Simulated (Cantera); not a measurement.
A perfectly stirred reactor is fed with CH₃OH : O₂ : N₂ = 0.0052 : 0.019 : 1 (molar parts), equivalence ratio 0.41, at 555 Torr; it is held at 1548 K, and followed from long to short residence time.

Detailed kinetics in Cantera: GRI-Mech 3.0 (53 species, 325 reactions). GRI-Mech 3.0 was tuned for natural gas; its chemistry of methanol as a main component is partial and can be far from experiment.

x: mole fraction; the columns are a selection and need not sum to one.

| τ (s) | x CH₃OH | x O₂ | x HCO | x OH | x NO |
|---|---|---|---|---|---|
| 8.9 | 1.04e-7 | 0.0109 | 1.51e-10 | 5.77e-5 | 5.14e-6 |
| 2.4 | 2.41e-7 | 0.0109 | 5.61e-10 | 8.52e-5 | 4.83e-6 |
| 0.63 | 5.41e-7 | 0.0109 | 2.13e-9 | 0.000128 | 4.26e-6 |
| 0.17 | ___ | 0.0109 | ___ | ___ | ___ |
| 0.044 | 2.27e-6 | 0.0109 | 2.93e-8 | 0.000281 | 2.38e-6 |
| 0.012 | 4.39e-6 | 0.0111 | 1.02e-7 | 0.000398 | 1.98e-6 |
| 0.0031 | ___ | 0.0114 | ___ | ___ | ___ |
| 0.00084 | 2.76e-5 | 0.0120 | 1.27e-6 | 0.000618 | 9.11e-7 |

Q: Fill in the missing entries.

A: 
- 0.17, x CH₃OH: 1.13e-6
- 0.17, x HCO: 7.79e-9
- 0.17, x OH: 0.000189
- 0.17, x NO: 3.26e-6
- 0.0031, x CH₃OH: 9.68e-6
- 0.0031, x HCO: 3.66e-7
- 0.0031, x OH: 0.000529
- 0.0031, x NO: 1.62e-6
